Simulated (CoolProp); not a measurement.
n-undecane along the isobar 6.53 MPa: fugacity coefficient from the reference equation and from simpler models built on Tc = 638.8 K, pc = 1.990 MPa, ω = 0.539; each cubic takes its own stable root.

Model: reference Helmholtz-energy equation of state, Aleksandrov 2011, in CoolProp. It is a short technical equation, of lower accuracy than the large ones.

| T (K) | phase | reference | van der Waals | Redlich-Kwong | Soave-Redlich-Kwong | Peng-Robinson |
|---|---|---|---|---|---|---|
| 544.6 | liquid | 0.09031 | 0.2218 | 0.1481 | 0.1023 | 0.09524 |
| 552.1 | liquid | 0.1007 | 0.2315 | 0.1590 | 0.1143 | 0.1063 |
| 559.6 | liquid | 0.1117 | ___ | 0.1704 | ___ | 0.1181 |
| 567.1 | liquid | 0.1235 | 0.2512 | 0.1820 | 0.1406 | 0.1307 |
| 574.7 | liquid | 0.1360 | 0.2613 | ___ | 0.1552 | 0.1441 |
| 582.2 | liquid | 0.1491 | 0.2714 | 0.2063 | 0.1703 | 0.1581 |
| 589.7 | liquid | 0.1628 | 0.2815 | 0.2188 | 0.1862 | 0.1728 |
| 597.2 | liquid | 0.1770 | 0.2917 | 0.2315 | 0.2027 | 0.1881 |

Q: Fill in the missing entries.

A: 
- 559.6, van der Waals: 0.2413
- 559.6, Soave-Redlich-Kwong: 0.1271
- 574.7, Redlich-Kwong: 0.1941
